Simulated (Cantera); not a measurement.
CuO + H2 + N2 (hydrogen reduction and annealing atmospheres)

A closed system holds: 1 mol CuO, 36 mol H2, 0.7 mol N2, equilibrated at 71.0 mbar.

These are equilibrium values from Cantera (NASA tables, ideal gas, pure condensed phases), not measurements of a reactor. Candidate condensed phases: Cu, CuO, Cu(OH)2, Cu2O, H2O; 27 gas species. Kinetics and transport are ignored.

```json
[
 {"T (°C)": "677", "log p H2": "-1.17", "log p H2O": "-2.71", "log p Cu": "-11.72", "log p N2": "-2.87", "log p H": "-9.84", "log p OH": "<-13", "log p Cu2": "<-13", "log p NH3": "-6.27", "n Cu(s)": "1.00", "n Cu(l)": "0"},
 {"T (°C)": "827", "log p H2": "-1.17", "log p H2O": "-2.71", "log p Cu": "-9.23", "log p N2": "-2.87", "log p H": "-8.17", "log p OH": "-12.07", "log p Cu2": "<-13", "log p NH3": "-6.69", "n Cu(s)": "1.00", "n Cu(l)": "0"},
 {"T (°C)": "977", "log p H2": "-1.17", "log p H2O": "-2.71", "log p Cu": "-7.33", "log p N2": "-2.87", "log p H": "-6.90", "log p OH": "-10.43", "log p Cu2": "-11.64", "log p NH3": "-7.00", "n Cu(s)": "1.000", "n Cu(l)": "0"},
 {"T (°C)": "1127", "log p H2": "-1.17", "log p H2O": "-2.71", "log p Cu": "-5.87", "log p N2": "-2.87", "log p H": "-5.90", "log p OH": "-9.14", "log p Cu2": "-9.58", "log p NH3": "-7.26", "n Cu(s)": "0", "n Cu(l)": "0.999"},
 {"T (°C)": "1277", "log p H2": "-1.17", "log p H2O": "-2.71", "log p Cu": "-4.73", "log p N2": "-2.87", "log p H": "-5.09", "log p OH": "-8.10", "log p Cu2": "-8.00", "log p NH3": "-7.46", "n Cu(s)": "0", "n Cu(l)": "0.990"},
 {"T (°C)": "1427", "log p H2": "-1.17", "log p H2O": "-2.71", "log p Cu": "-3.80", "log p N2": "-2.87", "log p H": "-4.42", "log p OH": "-7.25", "log p Cu2": "-6.72", "log p NH3": "-7.63", "n Cu(s)": "0", "n Cu(l)": "0.917"},
 {"T (°C)": "1577", "log p H2": "-1.18", "log p H2O": "-2.72", "log p Cu": "-3.02", "log p N2": "-2.87", "log p H": "-3.86", "log p OH": "-6.53", "log p Cu2": "-5.65", "log p NH3": "-7.78", "n Cu(s)": "0", "n Cu(l)": "0.500"},
 {"T (°C)": "1727", "log p H2": "-1.18", "log p H2O": "-2.73", "log p Cu": "-2.73", "log p N2": "-2.88", "log p H": "-3.38", "log p OH": "-5.92", "log p Cu2": "-5.47", "log p NH3": "-7.91", "n Cu(s)": "0", "n Cu(l)": "0"},
 {"T (°C)": "1877", "log p H2": "-1.19", "log p H2O": "-2.73", "log p Cu": "-2.73", "log p N2": "-2.88", "log p H": "-2.97", "log p OH": "-5.40", "log p Cu2": "-5.83", "log p NH3": "-8.02", "n Cu(s)": "0", "n Cu(l)": "0"}
]
```
log p: log10 of the partial pressure in bar; n: condensed amount in mol.

From 677 °C to 977 °C the condensed part is Cu(s). From 1127 °C to 1577 °C the condensed part is Cu(l). From 1727 °C to 1877 °C nothing is condensed.
